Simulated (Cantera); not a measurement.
## NO annealing gas

An isothermal, constant-pressure homogeneous reactor starts with 73.5 % NO, 26.5 % N₂, at 2175 K and 760 Torr.

Computed with Cantera and GRI-Mech 3.0 (53 species, 325 reactions).

```csv
t (s),x NO,x N₂O,x O,x O₂,x NO₂
1.00e-6,0.735,2.04e-6,2.01e-6,2.48e-9,4.79e-8
3.32e-6,0.735,6.72e-6,6.39e-6,2.67e-8,4.93e-7
1.10e-5,0.735,2.17e-5,1.90e-5,2.77e-7,4.40e-6
3.67e-5,0.735,6.61e-5,5.44e-5,3.01e-6,2.87e-5
0.000122,0.735,0.000166,0.000166,4.55e-5,0.000124
0.000405,0.733,0.000262,0.000313,0.000607,0.000253
0.00134,0.728,0.000269,0.000344,0.00317,0.000279
0.00446,0.710,0.000253,0.000404,0.0118,0.000326
0.0148,0.653,0.000208,0.000556,0.0404,0.000428
0.0493,0.484,0.000109,0.000856,0.125,0.000507
0.164,0.185,1.54e-5,0.00122,0.274,0.000281
0.544,0.0302,9.88e-7,0.00137,0.352,5.18e-5
1.81,0.0141,6.98e-7,0.00138,0.360,2.44e-5
6.00,0.0139,6.96e-7,0.00138,0.360,2.42e-5
```
x: mole fraction; the columns are a selection and need not sum to one.

Equilibrium at this temperature and pressure: NO 0.0139, N₂O 6.96e-7, O 0.00138, O₂ 0.360, NO₂ 2.42e-5 (gas phase only).
